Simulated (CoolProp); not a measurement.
A simple Rankine cycle with water: condensing at 333.15 K, boiler at 0.946 MPa, turbine inlet 452.6 K, turbine efficiency 0.85, pump efficiency 0.7, no recuperator. Each further row changes one setting.

Computed with CoolProp (reference Helmholtz-energy equation of state, Wagner 2002).

```tsv
case	thermal efficiency (%)	net work (kJ/kg)	heat in (kJ/kg)	turbine exit temperature (K)	volume ratio over the turbine
as stated	20.2	510	2530	333.1	31.8
turbine inlet 472.6 K	___	522	2580	333.1	30.6
condensing temperature 325.15 K	___	___	2560	325.2	45.0
boiler pressure 0.662 MPa	18.5	471	2550	333.1	22.4
turbine efficiency 0.75	17.8	450	2530	333.1	32.8
```

### Question
What belongs in the gaps?

### Answer

- turbine inlet 472.6 K, thermal efficiency (%): 20.3
- condensing temperature 325.15 K, thermal efficiency (%): 21.5
- condensing temperature 325.15 K, net work (kJ/kg): 550

The expansion ends wet for: as stated; turbine inlet 472.6 K; condensing temperature 325.15 K; boiler pressure 0.662 MPa; turbine efficiency 0.75.
